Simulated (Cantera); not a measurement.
Charge: 1 mol CH3Cl, 0.35 mol F2, equilibrated at 2.40 mbar.

These are equilibrium values from Cantera (NASA tables, ideal gas, pure condensed phases), not measurements of a reactor. Candidate condensed phases: C, C6H6, C7H8, C8H18; 118 gas species. The tables' values for CCl are old estimates; treat these amounts as uncertain. Rates play no part.

log p: log10 of the partial pressure in bar; n: condensed amount in mol.

```
T (K)     log p H  log p HCl  log p HF  log p H2    log p Cl    log p C3     log p F     log p C    log p C2  n C(graphite)
-----  ----------  ---------  --------  --------  ----------  ----------  ----------  ----------  ----------  -------------
698          <-14      -2.99     -3.15     -3.18        <-14        <-14        <-14        <-14        <-14          0.996
898        -11.55      -2.99     -3.15     -3.18      -11.37        <-14        <-14        <-14        <-14          1.000
1098   (withheld)      -2.99     -3.15     -3.18  (withheld)        <-14        <-14        <-14        <-14          1.000
1298        -7.56      -2.99     -3.15     -3.18       -7.45        <-14      -12.82        <-14        <-14          1.000
1498        -6.35      -2.99     -3.15     -3.18       -6.26        <-14      -10.89        <-14        <-14          1.000
1698        -5.43      -2.99     -3.15     -3.18       -5.35      -14.38       -9.41      -13.85        <-14          1.000
1898   (withheld)      -3.00     -3.15     -3.18  (withheld)  (withheld)  (withheld)  (withheld)  (withheld)          1.000
2098        -4.11      -3.04     -3.16     -3.19       -4.09       -9.56       -7.30       -9.64      -10.63          0.998
2298        -3.63      -3.14     -3.19     -3.23       -3.69       -7.79       -6.52       -8.09       -8.84          0.994
2498        -3.27      -3.34     -3.24     -3.34       -3.43       -6.32       -5.85       -6.79       -7.35          0.985
2698        -3.04      -3.68     -3.31     -3.59       -3.30       -5.07       -5.23       -5.68       -6.09          0.934
2898        -2.95      -4.17     -3.40     -4.01       -3.27       -4.00       -4.63       -4.73       -5.00          0.376
3098        -2.91      -4.68     -3.54     -4.48       -3.29       -3.88       -4.11       -4.17       -4.59              0
```

Problem. Complete the blanks.

Solution. 
- 1898, log p H: -4.70
- 1898, log p Cl: -4.64
- 1898, log p C3: -11.71
- 1898, log p F: -8.24
- 1898, log p C: -11.52
- 1898, log p C2: -12.79
- 1098, log p H: -9.20
- 1098, log p Cl: -9.06
